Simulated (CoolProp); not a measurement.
A Linde-Hampson liquefier for CF4 (R14): isothermal reversible compression at 250 K from 1 atm to 15 MPa, throttling to 1 atm, return gas leaving the recuperator 10 K below the feed. Each further row changes one setting.

Values from CoolProp's reference Helmholtz-energy equation of state, Platzer 1990. This equation is an older, rougher fit; its heat capacities, sound speeds and derivatives of the liquid may be far off and weren't checked against measurements.

```tsv
case	liquid yield per pass	compression work (kJ/kg of gas)
as stated	0.406	95.7
high pressure 30 MPa	(withheld)	109
warm-end temperature 280 K	(withheld)	(withheld)
warm-end gap 15 K	(withheld)	95.7
```

Q: Complete the blanks.

A: 
- high pressure 30 MPa, liquid yield per pass: 0.417
- warm-end temperature 280 K, liquid yield per pass: 0.286
- warm-end temperature 280 K, compression work (kJ/kg of gas): 116
- warm-end gap 15 K, liquid yield per pass: 0.396
